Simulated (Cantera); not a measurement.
Mixture: 14.3 % CH4, 23.9 % O2, 61.9 % N2, at 14300 Torr, adiabatic and at constant volume. Ignition delay is the time to a rise of 400 K.

Cantera simulation using GRI-Mech 3.0 (53 species, 325 reactions); the numbers are that mechanism's predictions, not measurements. The pressure lies above the range GRI-Mech 3.0 was tuned for (to about 10 atm).

Task: Predict: delay at 1200 K; delay at 1250 K; delay at 1300 K; delay at 1350 K; delay at 1400 K; delay at 1450 K; apparent activation energy between 1350 and 1450 K.

Result: 
| Property | Result |
|---|---|
| delay at 1200 K | 1.77 ms |
| delay at 1250 K | 0.974 ms |
| delay at 1300 K | 0.555 ms |
| delay at 1350 K | 0.325 ms |
| delay at 1400 K | 0.195 ms |
| delay at 1450 K | 0.120 ms |
| apparent activation energy between 1350 and 1450 K | 160 kJ/mol |
